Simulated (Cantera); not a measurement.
A closed system holds: 1 mol FeS, 0.34 mol SO3, 0.034 mol O2, 0.075 mol SO2, equilibrated at 800 °C and 1.30 bar.

Cantera equilibrium calculation (NASA polynomials, part measured and part estimated; ideal gas, pure solids and liquids). Candidate condensed phases: Fe, FeO, FeS, FeSO4, FeS2, Fe2O3, Fe2(SO4)3, Fe3O4, S; 12 gas species. Mutual solubility and eutectic melting of coexisting phases are not modelled. FeS: taken at fixed stoichiometry. Gases not in the tables: S3 to S7. The numbers say what is thermodynamically allowed, not how fast it happens.

Base state: SO2 0.964, S2 0.0313, S2O 0.00440, SO 6.91e-5 (mole fractions); condensed: FeS(s) + Fe3O4(s).

### Question
What changes in the equilibrium state with this change: temperature from 800 °C to 952 °C?

### Answer
```csv
species,before,after
SO2,0.964,0.940
S2,0.0313,0.0532
S2O,0.00440,0.00614
SO,6.91e-5,0.000422
"FeS(s), mol",0.855,0.840
"Fe3O4(s), mol",0.0483,0.0534
```
